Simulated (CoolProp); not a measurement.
The numbers come from the reference Helmholtz-energy equation of state, Thol 2022 in CoolProp.

Question: Give the vapour pressure (MPa), vapour density (kg/m³), enthalpy of vaporisation (kJ/kg) of saturated vinyl chloride at 275.8 K.

Answer: 
| T (K) | p (MPa) | vapour density (kg/m³) | enthalpy of vaporisation (kJ/kg) |
|---|---|---|---|
| 275.8 | 0.191 | 5.45 | 342 |
